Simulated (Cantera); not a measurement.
A closed system holds: 1 mol Si(CH3)4, 1.1 mol HCl, 51 mol H2, held at 1.90 mbar.

Equilibrium computed with Cantera from the NASA thermochemical tables; the gas is ideal and each condensed phase is pure. Candidate condensed phases: C, C6H6, C7H8, C8H18, Si, SiC; 109 gas species. The tables' values for SiCl are old estimates; treat these amounts as uncertain. The numbers say what is thermodynamically allowed, not how fast it happens.

Question: At 2025 K, list the 4 most abundant gas species with their mole fractions, and the condensed phases.

Answer: H2 0.936, H 0.0427, HCl 0.0177, Si 0.00184. Condensed: C(graphite) + SiC(s).
